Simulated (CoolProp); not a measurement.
Vapour-liquid equilibrium of nitrogen (1) + carbon monoxide (2) at 0.651 MPa; x and y are mole fractions of (1).

Computed with CoolProp (multi-fluid Helmholtz-energy mixture model, Span 2000 and Lemmon 2006; pair parameters Gernert 2013).

Give the bubble temperature and the first vapour's composition at x = 0.425, 0.575, 0.725. Is there an azeotrope?

x = 0.425: 99.9 K, y = 0.503; x = 0.575: 99.2 K, y = 0.645; x = 0.725: 98.5 K, y = 0.776. No azeotrope shows between x = 0.05 and 0.95.

The pair parameters rest on a limited set of measurements; away from them the model extrapolates.
